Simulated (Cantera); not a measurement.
**Stirred combustor or abatement burner**

A perfectly stirred reactor is fed with 13.4 % CH3OH, 18.2 % O2, 68.5 % N2, at 760 Torr; it is adiabatic with a 373 K inlet, and is followed from long to short residence time, starting on the burning branch (τ in s: 0.079, 0.029, 0.011, 0.004, 0.0015, 0.00055, 0.0002, 7.5e-05, 2.8e-05, 1e-05).

Cantera simulation using GRI-Mech 3.0 (53 species, 325 reactions); the numbers are that mechanism's predictions, not measurements. GRI-Mech 3.0 was tuned for natural gas; its chemistry of methanol as a main component is partial and can be far from experiment.

```
τ (s)    T (K)   x CH3OH     x O2    x HO2    x C2H6    x HCO    x HCN    x NO2
-------  -----  --------  -------  -------  --------  -------  -------  -------
0.079     2223   1.17e-6  0.00224  4.99e-7    <1e-12  6.12e-8  7.71e-8  5.35e-8
0.029     2197   2.45e-6  0.00348  8.50e-7    <1e-12  1.57e-7  8.34e-8  3.82e-8
0.011     2158   4.83e-6  0.00530  1.47e-6    <1e-12  4.01e-7  9.26e-8  2.36e-8
0.0040    2101   9.80e-6  0.00782  2.60e-6  3.65e-12  1.07e-6  1.28e-7  1.34e-8
0.0015    2035   2.02e-5   0.0107  4.43e-6  2.41e-11  2.75e-6  2.15e-7  8.29e-9
0.00055   1964   4.56e-5   0.0139  7.63e-6  2.00e-10  7.16e-6  4.03e-7  5.54e-9
0.00020   1891  0.000118   0.0181  1.49e-5   2.00e-9  1.92e-5  7.93e-7  3.81e-9
7.5e-5    1796  0.000411   0.0270  4.92e-5   3.34e-8  5.57e-5  1.47e-6  2.83e-9
2.8e-5     373     0.134    0.182   <1e-12    <1e-12   <1e-12   <1e-12   <1e-12
1.0e-5     373     0.134    0.182   <1e-12    <1e-12   <1e-12   <1e-12   <1e-12
```
x: mole fraction; the columns are a selection and need not sum to one.
